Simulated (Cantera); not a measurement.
# N2O furnace oxynitridation

An isothermal, constant-pressure homogeneous reactor starts with N2O = 1 (molar parts), at 1550 K and 0.0132 atm.

Detailed kinetics in Cantera: GRI-Mech 3.0 (53 species, 325 reactions). GRI-Mech 3.0 was tuned for natural gas; its chemistry of N2O as a main component is partial and can be far from experiment. Radical loss at walls, strong at low pressure, is not modelled. The temperature is held fixed by assumption; the heat of reaction is taken as removed at once.

```json
[
 {"t (s)": "0.000100", "x N2O": "1.000", "x O2": "1.22e-5", "x O": "5.12e-5", "x N2": "8.02e-5", "x NO": "9.20e-6"},
 {"t (s)": "0.000359", "x N2O": "0.999", "x O2": "0.000104", "x O": "0.000101", "x N2": "0.000349", "x NO": "7.86e-5"},
 {"t (s)": "0.00129", "x N2O": "0.997", "x O2": "0.000554", "x O": "0.000114", "x N2": "0.00143", "x NO": "0.000418"},
 {"t (s)": "0.00464", "x N2O": "0.991", "x O2": "0.00219", "x O": "0.000114", "x N2": "0.00533", "x NO": "0.00165"},
 {"t (s)": "0.0167", "x N2O": "0.967", "x O2": "0.00797", "x O": "0.000114", "x N2": "0.0191", "x NO": "0.00601"},
 {"t (s)": "0.0599", "x N2O": "0.887", "x O2": "0.0273", "x O": "0.000114", "x N2": "0.0649", "x NO": "0.0206"},
 {"t (s)": "0.215", "x N2O": "0.662", "x O2": "0.0817", "x O": "0.000114", "x N2": "0.194", "x NO": "0.0616"},
 {"t (s)": "0.774", "x N2O": "0.264", "x O2": "0.178", "x O": "0.000113", "x N2": "0.424", "x NO": "0.134"},
 {"t (s)": "2.78", "x N2O": "0.0161", "x O2": "0.239", "x O": "0.000103", "x N2": "0.567", "x NO": "0.179"},
 {"t (s)": "10.0", "x N2O": "2.08e-5", "x O2": "0.243", "x O": "3.44e-5", "x N2": "0.576", "x NO": "0.181"}
]
```
x: mole fraction; the columns are a selection and need not sum to one.

Equilibrium at this temperature and pressure: N2O 1.16e-8, O2 0.332, O 3.93e-5, N2 0.666, NO 0.00180 (gas phase only).
